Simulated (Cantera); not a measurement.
## Transport properties of process gases

Gas mixture: 100 % CO2, at 100.0 Torr, frozen composition.

Cantera's kinetic-theory transport with the Lennard-Jones parameters of GRI-Mech 3.0, ideal gas; thermal conductivity in the multicomponent form.

```
T (K)  ρ (kg/m³)  cp (J/kg/K)  μ (µPa s)  λ (mW/m/K)     Pr  D (cm²/s) C2H2  D (cm²/s) OH  D (cm²/s) CH4
-----  ---------  -----------  ---------  ----------  -----  --------------  ------------  -------------
400        0.176        937.9       19.8        25.3  0.733            1.61          3.16           2.23
650        0.109         1103       29.7        44.7  0.733            3.90          7.37           5.30
900       0.0784         1204       38.0        62.5  0.732            6.89          12.8           9.30
1150      0.0614         1269       45.2        78.6  0.731            10.5          19.3           14.1
1400      0.0504         1313       51.8        93.3  0.729            14.7          26.9           19.6
1650      0.0428         1344       57.9         107  0.728            19.3          35.3           25.9
```
D: mixture-averaged diffusion coefficient of that species in the mixture.
